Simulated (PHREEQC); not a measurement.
Polishing slurry liquid: an equilibrium model

A solution holds 37 mmol/kgw K2CO3 and 0.76 mmol/kgw KH2PO4, at 25 °C. Closed to the air; pH follows from the charge balance.

The numbers come from PHREEQC with the ion-association model, phreeqc.dat.

```json
{
  "pH": "11.12",
  "ionic_strength": "0.110 mol/kgw",
  "specific_conductance": "8370 µS/cm",
  "density": "1.002 g/cm³",
  "total_alkalinity": "74.0 meq/kg"
}
```

```csv
species,molality,activity,log γ
K+,0.0747,0.0566,-0.121
CO3-2,0.0343,0.0129,-0.426
HCO3-,0.00267,0.00209,-0.107
OH-,0.00176,0.00133,-0.122
HPO4-2,0.000585,0.000213,-0.438
PO4-3,0.000145,1.26e-5,-1.061
KHPO4-,3.00e-5,2.35e-5,-0.107
CO2,3.48e-8,3.57e-8,0.011
H2PO4-,3.34e-8,2.61e-8,-0.107
```

No solid was allowed to form.
